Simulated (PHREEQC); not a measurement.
Solution (25 °C): 3.7 mmol/kgw Li2SO4, 0.42 mmol/kgw MnSO4 and 0.32 mmol/kgw Na2SO4. Closed to the air; pH follows from the charge balance.

The numbers come from PHREEQC with the ion-association model, wateq4f.dat.

The ionic strength comes out as 0.0132 mol/kgw. What activity coefficients do Li+, NaSO4-, Na+, SO4-2, Mn+2 get?

Li+ 0.90, NaSO4- 0.89, Na+ 0.89, SO4-2 0.64, Mn+2 0.64.

Precipitation was switched off in this run. Species that the database lacks are ignored.
